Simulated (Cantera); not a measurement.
Gas mixture: N2O : NO = 0.68 : 0.53 (molar parts), at 1330 Pa, frozen composition.

Cantera's kinetic-theory transport with the Lennard-Jones parameters of GRI-Mech 3.0, ideal gas; thermal conductivity in the mixture-averaged form.

One state of this run: ρ (kg/m³) = 0.00868; cp (J/kg/K) = 1121; μ (µPa s) = 32.1; λ (mW/m/K) = 49.4; Pr = 0.728; D (cm²/s) H2 = 225; D (cm²/s) N2 = 58.4; D (cm²/s) O = 91.7. D: mixture-averaged diffusion coefficient of that species in the mixture.

Q: Which value of T (K) does it belong to?
(A) 700
(B) 600
(C) 400
(D) 900

A: A, 700
